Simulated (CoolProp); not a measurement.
Values from CoolProp's reference Helmholtz-energy equation of state, Lemmon 2022.

Task: Give the vapour pressure (bar), vapour viscosity (µPa s), liquid conductivity (mW/(m K)) of saturated R1234yf at 211.7, 232.3, 258.2 K.

Result: 
| T (K) | p (bar) | vapour viscosity (µPa s) | liquid conductivity (mW/(m K)) |
|---|---|---|---|
| 211.7 | 0.193 | 8.71 | 93.3 |
| 232.3 | 0.597 | 9.59 | 85.7 |
| 258.2 | 1.84 | 10.7 | 76.5 |

Viscosity comes from a separate model (Bell 2016), an estimate that may be off by 10 % or more. Thermal conductivity comes from a separate model (Perkins 2011).
